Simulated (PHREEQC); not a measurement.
A column of 0.2 m (30 cells, dispersivity 0.016 m, 3600 s a shift, diffusion coefficient 3e-10 m²/s) holds 0.00097 eq of the database's cation exchanger X per kg of pore water, first in equilibrium with 0.00032 mol NH4Cl, 0.0077 mol LiCl and 1e-05 mol HCl per kg of water. It is flushed with 0.00023 mol PbCl2 and 1e-05 mol HCl per kg of water, at 15 °C. Values are for the last cell. CO2 from the air is kept out. No solid was allowed to form.

Computed with PHREEQC (ion-association model, phreeqc.dat).

```json
[
 {"pore volumes": "0", "Pb in solution (mol/kgw)": "0", "Li in solution (mol/kgw)": "0.00770", "NH4 in solution (mol/kgw)": "0.000320", "Cl in solution (mol/kgw)": "0.00803", "NH4X on the exchanger (mol/kgw)": "0.000168", "LiX on the exchanger (mol/kgw)": "0.000802"},
 {"pore volumes": "0.4833", "Pb in solution (mol/kgw)": "0", "Li in solution (mol/kgw)": "0.00739", "NH4 in solution (mol/kgw)": "0.000307", "Cl in solution (mol/kgw)": "0.00771", "NH4X on the exchanger (mol/kgw)": "0.000168", "LiX on the exchanger (mol/kgw)": "0.000802"},
 {"pore volumes": "0.7167", "Pb in solution (mol/kgw)": "0", "Li in solution (mol/kgw)": "0.00588", "NH4 in solution (mol/kgw)": "0.000246", "Cl in solution (mol/kgw)": "0.00613", "NH4X on the exchanger (mol/kgw)": "0.000169", "LiX on the exchanger (mol/kgw)": "0.000801"},
 {"pore volumes": "1.183", "Pb in solution (mol/kgw)": "0", "Li in solution (mol/kgw)": "0.00237", "NH4 in solution (mol/kgw)": "0.000103", "Cl in solution (mol/kgw)": "0.00248", "NH4X on the exchanger (mol/kgw)": "0.000174", "LiX on the exchanger (mol/kgw)": "…"},
 {"pore volumes": "1.417", "Pb in solution (mol/kgw)": "0", "Li in solution (mol/kgw)": "…", "NH4 in solution (mol/kgw)": "6.42e-5", "Cl in solution (mol/kgw)": "0.00151", "NH4X on the exchanger (mol/kgw)": "0.000179", "LiX on the exchanger (mol/kgw)": "0.000791"},
 {"pore volumes": "1.883", "Pb in solution (mol/kgw)": "0", "Li in solution (mol/kgw)": "0.000671", "NH4 in solution (mol/kgw)": "3.38e-5", "Cl in solution (mol/kgw)": "0.000715", "NH4X on the exchanger (mol/kgw)": "0.000197", "LiX on the exchanger (mol/kgw)": "0.000773"},
 {"pore volumes": "2.117", "Pb in solution (mol/kgw)": "0", "Li in solution (mol/kgw)": "0.000543", "NH4 in solution (mol/kgw)": "3.23e-5", "Cl in solution (mol/kgw)": "0.000585", "NH4X on the exchanger (mol/kgw)": "0.000224", "LiX on the exchanger (mol/kgw)": "0.000746"},
 {"pore volumes": "2.583", "Pb in solution (mol/kgw)": "0", "Li in solution (mol/kgw)": "0.000387", "NH4 in solution (mol/kgw)": "9.77e-5", "Cl in solution (mol/kgw)": "…", "NH4X on the exchanger (mol/kgw)": "0.000544", "LiX on the exchanger (mol/kgw)": "0.000426"},
 {"pore volumes": "3.05", "Pb in solution (mol/kgw)": "0.000129", "Li in solution (mol/kgw)": "7.99e-5", "NH4 in solution (mol/kgw)": "0.000127", "Cl in solution (mol/kgw)": "0.000475", "NH4X on the exchanger (mol/kgw)": "1.33e-5", "LiX on the exchanger (mol/kgw)": "1.66e-6"},
 {"pore volumes": "3.283", "Pb in solution (mol/kgw)": "0.000199", "Li in solution (mol/kgw)": "2.86e-5", "NH4 in solution (mol/kgw)": "3.66e-5", "Cl in solution (mol/kgw)": "0.000472", "NH4X on the exchanger (mol/kgw)": "3.11e-6", "LiX on the exchanger (mol/kgw)": "…"},
 {"pore volumes": "3.75", "Pb in solution (mol/kgw)": "0.000225", "Li in solution (mol/kgw)": "4.88e-6", "NH4 in solution (mol/kgw)": "5.66e-6", "Cl in solution (mol/kgw)": "0.000470", "NH4X on the exchanger (mol/kgw)": "4.53e-7", "LiX on the exchanger (mol/kgw)": "7.74e-8"},
 {"pore volumes": "3.983", "Pb in solution (mol/kgw)": "0.000228", "Li in solution (mol/kgw)": "2.12e-6", "NH4 in solution (mol/kgw)": "2.46e-6", "Cl in solution (mol/kgw)": "0.000470", "NH4X on the exchanger (mol/kgw)": "1.95e-7", "LiX on the exchanger (mol/kgw)": "3.34e-8"},
 {"pore volumes": "4.45", "Pb in solution (mol/kgw)": "0.000230", "Li in solution (mol/kgw)": "4.19e-7", "NH4 in solution (mol/kgw)": "5.04e-7", "Cl in solution (mol/kgw)": "0.000470", "NH4X on the exchanger (mol/kgw)": "4.00e-8", "LiX on the exchanger (mol/kgw)": "6.59e-9"},
 {"pore volumes": "4.917", "Pb in solution (mol/kgw)": "0.000230", "Li in solution (mol/kgw)": "8.58e-8", "NH4 in solution (mol/kgw)": "1.10e-7", "Cl in solution (mol/kgw)": "0.000470", "NH4X on the exchanger (mol/kgw)": "8.74e-9", "LiX on the exchanger (mol/kgw)": "1.35e-9"},
 {"pore volumes": "5.15", "Pb in solution (mol/kgw)": "0.000230", "Li in solution (mol/kgw)": "3.91e-8", "NH4 in solution (mol/kgw)": "5.23e-8", "Cl in solution (mol/kgw)": "0.000470", "NH4X on the exchanger (mol/kgw)": "4.14e-9", "LiX on the exchanger (mol/kgw)": "6.13e-10"},
 {"pore volumes": "5.617", "Pb in solution (mol/kgw)": "0.000230", "Li in solution (mol/kgw)": "8.16e-9", "NH4 in solution (mol/kgw)": "1.20e-8", "Cl in solution (mol/kgw)": "0.000470", "NH4X on the exchanger (mol/kgw)": "9.47e-10", "LiX on the exchanger (mol/kgw)": "1.28e-10"},
 {"pore volumes": "5.85", "Pb in solution (mol/kgw)": "0.000230", "Li in solution (mol/kgw)": "3.74e-9", "NH4 in solution (mol/kgw)": "5.75e-9", "Cl in solution (mol/kgw)": "0.000470", "NH4X on the exchanger (mol/kgw)": "…", "LiX on the exchanger (mol/kgw)": "5.87e-11"},
 {"pore volumes": "6.317", "Pb in solution (mol/kgw)": "0.000230", "Li in solution (mol/kgw)": "7.88e-10", "NH4 in solution (mol/kgw)": "1.34e-9", "Cl in solution (mol/kgw)": "0.000470", "NH4X on the exchanger (mol/kgw)": "1.06e-10", "LiX on the exchanger (mol/kgw)": "1.24e-11"},
 {"pore volumes": "6.55", "Pb in solution (mol/kgw)": "0.000230", "Li in solution (mol/kgw)": "3.62e-10", "NH4 in solution (mol/kgw)": "6.46e-10", "Cl in solution (mol/kgw)": "0.000470", "NH4X on the exchanger (mol/kgw)": "5.11e-11", "LiX on the exchanger (mol/kgw)": "5.67e-12"},
 {"pore volumes": "7.017", "Pb in solution (mol/kgw)": "0.000230", "Li in solution (mol/kgw)": "7.63e-11", "NH4 in solution (mol/kgw)": "1.51e-10", "Cl in solution (mol/kgw)": "0.000470", "NH4X on the exchanger (mol/kgw)": "1.20e-11", "LiX on the exchanger (mol/kgw)": "1.20e-12"}
]
```

**Question.** Fill in the missing entries.

**Answer.** 
- 1.183, LiX on the exchanger (mol/kgw): 0.000796
- 1.417, Li in solution (mol/kgw): 0.00143
- 2.583, Cl in solution (mol/kgw): 0.000495
- 3.283, LiX on the exchanger (mol/kgw): 4.82e-7
- 5.85, NH4X on the exchanger (mol/kgw): 4.55e-10
